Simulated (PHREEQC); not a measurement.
A solution holds 0.013 mol HNO3 and 3.5e-06 mol CO2 per kg of water, at 25 °C. Closed to the air; pH follows from the charge balance.

The numbers come from PHREEQC with the ion-association model, phreeqc.dat.

Each row changes one thing in this solution. This is a speciation only: nothing precipitates in the calculation.

```tsv
case	pH	ionic strength (mol/kgw)	HCO3- (mol/kgw)
as made	1.93	0.0130	1.48e-10
diluted 10-fold with water	2.90	0.00130	1.29e-10
HNO3 from 0.013 to 0.13 mol/kgw	0.97	0.130	___
CO2 from 3.5e-06 to 3.85e-06 mol/kgw	1.93	0.0130	1.63e-10
CO2 replaced by KHCO3 at the same molality	1.93	0.0130	1.48e-10
CO2 from 3.5e-06 to 3.15e-06 mol/kgw	1.93	0.0130	1.34e-10
temperature from 25 to 30 °C	1.93	0.0130	1.57e-10
HNO3 left out	5.98	1.05e-6	1.04e-6
CO2 from 3.5e-06 to 5.25e-06 mol/kgw	1.93	0.0130	___
```

Problem. Complete the blanks.

Solution. 
- HNO3 from 0.013 to 0.13 mol/kgw, HCO3- (mol/kgw): 1.95e-11
- CO2 from 3.5e-06 to 5.25e-06 mol/kgw, HCO3- (mol/kgw): 2.23e-10
